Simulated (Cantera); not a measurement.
A closed system holds: 1 mol SiC, 0.018 mol C, 0.23 mol H2, at 2352 °C and 1.10 Pa.

Method: chemical equilibrium by Gibbs-energy minimisation in Cantera with the NASA 1993 tables (ideal gas, pure condensed phases). Candidate condensed phases: C, C6H6, C7H8, C8H18, Si, SiC; 87 gas species. The numbers say what is thermodynamically allowed, not how fast it happens.

Base state: Si 0.477, H 0.259, C3 0.104, SiC2 0.0887, C 0.0554, C2 0.0138, H2 0.000410, SiC 0.000285 (mole fractions); condensed: gas only.

Question: What changes in the equilibrium state with this change: 0.6 mol Cl2 added?

Answer: 
```tsv
species	before	after
Cl	0	0.396
Si	0.477	0.292
H	0.259	0.151
SiC2	0.0887	0.0390
C3	0.104	0.0636
C2	0.0138	0.00992
C	0.0554	0.0470
HCl	0	0.000523
SiCl	0	0.000127
Si2C	9.46e-5	3.00e-5
H2	0.000410	0.000140
C2H	0.000218	9.14e-5
```
The tables' values for SiCl are old estimates; treat these amounts as uncertain.
